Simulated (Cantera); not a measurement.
Feed: 1 mol CH₃OH, 0.1 mol H₂O, 38 mol H₂, at 1950 K and 1.00 bar.

Cantera equilibrium calculation (NASA polynomials, part measured and part estimated; ideal gas, pure solids and liquids). Rates play no part.

| species | before | after |
|---|---|---|
| H₂ | 0.972 | 0.965 |
| CO | 0.0243 | 0.0242 |
| H | 0.00113 | 0.00839 |
| H₂O | 0.00242 | 0.00241 |
| CO₂ | 1.37e-5 | 1.37e-5 |
Gas species are given as mole fractions.

Question: Which change was made?
A) pressure from 1.00 bar to 0.0180 bar
B) CH₃OH replaced by C₃H₈
C) pressure from 1.00 bar to 0.133 bar
D) pressure from 1.00 bar to 0.00290 bar

Answer: A, pressure from 1.00 bar to 0.0180 bar
